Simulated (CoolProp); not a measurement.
Vapour-liquid equilibrium of benzene (1) + n-octane (2) at 0.475 MPa; x and y are mole fractions of (1).

Values from CoolProp's multi-fluid Helmholtz-energy mixture model, Thol 2012 and Beckmüller 2019; pair parameters Bell 2016.

```json
[
 {"x": "0.05", "bubble temperature, mixture model (°C)": "187.9", "bubble temperature, Raoult's law (°C)": "188.1", "y, mixture model": "0.114", "y, Raoult's law": "0.124"},
 {"x": "0.15", "bubble temperature, mixture model (°C)": "?", "bubble temperature, Raoult's law (°C)": "180.5", "y, mixture model": "?", "y, Raoult's law": "0.327"},
 {"x": "0.25", "bubble temperature, mixture model (°C)": "172.3", "bubble temperature, Raoult's law (°C)": "173.8", "y, mixture model": "?", "y, Raoult's law": "0.484"},
 {"x": "0.35", "bubble temperature, mixture model (°C)": "?", "bubble temperature, Raoult's law (°C)": "167.8", "y, mixture model": "0.590", "y, Raoult's law": "0.607"},
 {"x": "0.45", "bubble temperature, mixture model (°C)": "160.3", "bubble temperature, Raoult's law (°C)": "162.4", "y, mixture model": "0.686", "y, Raoult's law": "0.705"},
 {"x": "0.55", "bubble temperature, mixture model (°C)": "155.6", "bubble temperature, Raoult's law (°C)": "157.6", "y, mixture model": "0.762", "y, Raoult's law": "0.784"},
 {"x": "0.65", "bubble temperature, mixture model (°C)": "151.5", "bubble temperature, Raoult's law (°C)": "153.1", "y, mixture model": "?", "y, Raoult's law": "0.849"},
 {"x": "0.75", "bubble temperature, mixture model (°C)": "147.9", "bubble temperature, Raoult's law (°C)": "149.1", "y, mixture model": "0.880", "y, Raoult's law": "0.902"},
 {"x": "0.85", "bubble temperature, mixture model (°C)": "?", "bubble temperature, Raoult's law (°C)": "145.3", "y, mixture model": "?", "y, Raoult's law": "0.946"},
 {"x": "0.95", "bubble temperature, mixture model (°C)": "141.7", "bubble temperature, Raoult's law (°C)": "141.9", "y, mixture model": "?", "y, Raoult's law": "0.984"}
]
```

Q: Fill in the missing entries.

A: 
- 0.15, bubble temperature, mixture model (°C): 179.7
- 0.15, y, mixture model: 0.311
- 0.25, y, mixture model: 0.468
- 0.35, bubble temperature, mixture model (°C): 165.8
- 0.65, y, mixture model: 0.825
- 0.85, bubble temperature, mixture model (°C): 144.7
- 0.85, y, mixture model: 0.930
- 0.95, y, mixture model: 0.977

The largest gap from Raoult's law is -2.1 K in bubble temperature, at x = 0.45. No azeotrope shows between x = 0.05 and 0.95.

The pair parameters rest on a limited set of measurements; away from them the model extrapolates.
